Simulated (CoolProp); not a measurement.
R11 along the isotherm 310.9 K: fugacity coefficient from the reference equation and from simpler models built on Tc = 471.1 K, pc = 4.408 MPa, ω = 0.189; each cubic takes its own stable root.

Computed with CoolProp (reference Helmholtz-energy equation of state, Jacobsen 1992).

```json
[
 {"p (MPa)": "0.0209", "phase": "gas", "reference": "0.9940"},
 {"p (MPa)": "0.0429", "phase": "gas", "reference": "0.9877"},
 {"p (MPa)": "0.0882", "phase": "gas", "reference": "0.9746"},
 {"p (MPa)": "0.181", "phase": "liquid", "reference": "0.8557"},
 {"p (MPa)": "0.372", "phase": "liquid", "reference": "0.4193"},
 {"p (MPa)": "0.763", "phase": "liquid", "reference": "0.2074"},
 {"p (MPa)": "1.57", "phase": "liquid", "reference": "0.1038"},
 {"p (MPa)": "3.22", "phase": "liquid", "reference": "0.05376"},
 {"p (MPa)": "6.61", "phase": "liquid", "reference": "0.02963"}
]
```

How far does each simpler model (van der Waals, Soave-Redlich-Kwong, Peng-Robinson) lie from the reference over these 9 states: mean and median of the absolute difference, and the worst?


- van der Waals: mean 141.4 %, median 122.8 %, worst +312.4 % at 310.9 K and 6.61 MPa
- Soave-Redlich-Kwong: mean 0.4 %, median 0.2 %, worst +1.4 % at 310.9 K and 6.61 MPa
- Peng-Robinson: mean 0.3 %, median 0.1 %, worst -1.2 % at 310.9 K and 6.61 MPa

At some of these states van der Waals gives the other phase, because its saturation line lies elsewhere.
